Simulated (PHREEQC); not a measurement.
**Acid mine or pickling water**

Model water analysis in mg/kgw, 20 °C, pH 2.17:

| constituent | mg/kgw |
|---|---|
| Na | 2010 |
| K | 70.5 |
| Ca | 52.2 |
| Mg | 217 |
| Cl | 725 |
| S(6) as SO4 | 4850 |
| Mn(2) | 69.8 |

Valence states are taken as typed.

Computed with PHREEQC (Pitzer model, pitzer.dat).

```json
{
 "ionic_strength": "0.172 mol/kgw",
 "specific_conductance": "11500 µS/cm",
 "density": "1.005 g/cm³",
 "osmotic_coefficient": "0.831",
 "total_alkalinity": "-17.5 meq/kg",
 "charge_balance_error": "3.5 %"
}
```

```csv
species,molality,activity,log γ
Na+,0.0874,0.0644,-0.132
SO4-2,0.0424,0.0106,-0.604
Cl-,0.0204,0.0149,-0.137
H+,0.00945,0.00676,-0.145
Mg+2,0.00893,0.00216,-0.616
HSO4-,0.00805,0.00593,-0.133
K+,0.00180,0.00130,-0.141
Ca+2,0.00130,0.000264,-0.692
Mn+2,0.00127,0.000273,-0.669
```

This is a speciation only: nothing precipitates in the calculation. Complexes and solids missing from the database can't appear.
